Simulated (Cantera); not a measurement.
A freely propagating, adiabatic, planar premixed flame of H₂ : O₂ : N₂ = 1 : 0.357 : 1.34 (molar parts), equivalence ratio 1.4, unburnt at 375 K and 1.00 bar; mixture-averaged transport, grid criteria slope 0.08 and curve 0.16, no radiation.

Computed with Cantera and the H2/O2 subset of GRI-Mech 3.0, which has no nitrogen chemistry. Burning velocities carry a grid error of a few per cent, more on coarse grids.

**Question.** How do the results move with these cheaper or finer settings: unity-Lewis-number transport; multicomponent transport; multicomponent+Soret transport; grid criteria slope 0.5, curve 1; grid criteria slope 0.25, curve 0.5; grid criteria slope 0.03, curve 0.06?

**Answer.** 
```
setting                               laminar burning velocity  thermal thickness  peak x(OH)  peak x(H₂O₂)  grid points
------------------------------------  ------------------------  -----------------  ----------  ------------  -----------
as above                                              419 cm/s           0.367 mm      0.0106       8.45e-5          120
unity-Lewis-number transport                          260 cm/s           0.320 mm      0.0105       2.40e-5          104
multicomponent transport                              410 cm/s           0.367 mm      0.0105       8.47e-5          120
multicomponent+Soret transport                        388 cm/s           0.356 mm      0.0107       8.68e-5          121
grid criteria slope 0.5, curve 1                      437 cm/s           0.450 mm      0.0116       6.61e-5           39
grid criteria slope 0.25, curve 0.5                   424 cm/s           0.401 mm      0.0108       7.39e-5           56
grid criteria slope 0.03, curve 0.06                  418 cm/s           0.359 mm      0.0105       8.74e-5          277
```
Unity Lewis numbers drop preferential diffusion, which matters most where H2 and H carry the flame; Soret adds thermal diffusion.
